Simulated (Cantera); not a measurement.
# Adiabatic ignition

An adiabatic, constant-volume homogeneous reactor starts with 22.7 % H₂, 15.7 % O₂, 59.1 % N₂, 2.49 % H₂O, at 1150 K and 3.95 atm.

Cantera simulation using GRI-Mech 3.0 (53 species, 325 reactions); the numbers are that mechanism's predictions, not measurements. The hydrogen kinetics of GRI-Mech 3.0 are dated; newer H2 mechanisms differ, most at raised pressure.

| t (s) | T (K) | P (bar) | x H₂ | x O₂ | x H₂O | x NO | x OH | x HO₂ | x NO₂ |
|---|---|---|---|---|---|---|---|---|---|
| 1.00e-6 | 1150 | 4.00 | 0.227 | 0.157 | 0.0249 | <1e-12 | 2.23e-10 | 5.95e-9 | <1e-12 |
| 2.43e-6 | 1150 | 4.00 | 0.227 | 0.157 | 0.0249 | <1e-12 | 6.33e-10 | 2.24e-8 | <1e-12 |
| 5.89e-6 | 1150 | 4.00 | 0.227 | 0.157 | 0.0249 | <1e-12 | 2.05e-9 | 1.14e-7 | <1e-12 |
| 1.43e-5 | 1150 | 4.00 | 0.227 | 0.157 | 0.0249 | <1e-12 | 1.08e-8 | 9.38e-7 | <1e-12 |
| 3.47e-5 | 1150 | 4.00 | 0.227 | 0.157 | 0.0250 | <1e-12 | 3.47e-7 | 3.00e-5 | <1e-12 |
| 8.43e-5 | 2839 | 8.89 | 0.0102 | 0.0459 | 0.256 | 0.00133 | 0.0233 | 2.74e-5 | 1.20e-6 |
| 0.000205 | 2832 | 8.87 | 0.0102 | 0.0438 | 0.256 | 0.00594 | 0.0227 | 2.61e-5 | 5.29e-6 |
| 0.000497 | 2822 | 8.84 | 0.0102 | 0.0412 | 0.257 | 0.0119 | 0.0219 | 2.45e-5 | 1.04e-5 |
| 0.00121 | 2818 | 8.82 | 0.0102 | 0.0399 | 0.257 | 0.0148 | 0.0215 | 2.37e-5 | 1.27e-5 |
| 0.00293 | 2818 | 8.82 | 0.0102 | 0.0398 | 0.257 | 0.0150 | 0.0214 | 2.36e-5 | 1.28e-5 |
| 0.00711 | 2818 | 8.82 | 0.0102 | 0.0398 | 0.257 | 0.0150 | 0.0214 | 2.36e-5 | 1.28e-5 |
| 0.0173 | 2818 | 8.82 | 0.0102 | 0.0398 | 0.257 | 0.0150 | 0.0214 | 2.36e-5 | 1.28e-5 |
| 0.0419 | 2818 | 8.82 | 0.0102 | 0.0398 | 0.257 | 0.0150 | 0.0214 | 2.36e-5 | 1.28e-5 |
| 0.102 | 2818 | 8.82 | 0.0102 | 0.0398 | 0.257 | 0.0150 | 0.0214 | 2.36e-5 | 1.28e-5 |
| 0.247 | 2818 | 8.82 | 0.0102 | 0.0398 | 0.257 | 0.0150 | 0.0214 | 2.36e-5 | 1.28e-5 |
| 0.600 | 2818 | 8.82 | 0.0102 | 0.0398 | 0.257 | 0.0150 | 0.0214 | 2.36e-5 | 1.28e-5 |
x: mole fraction; the columns are a selection and need not sum to one.

```
Quantity                                                          Result
---------------------------------  -------------------------------------
time of steepest temperature rise                                55.2 µs
temperature at 0.600 s                                            2818 K
equilibrium temperature                                           2818 K
x(H₂) at 0.600 s                   0.0102 (gas-phase equilibrium 0.0102)
x(O₂) at 0.600 s                   0.0398 (gas-phase equilibrium 0.0398)
x(H₂O) at 0.600 s                    0.257 (gas-phase equilibrium 0.257)
```
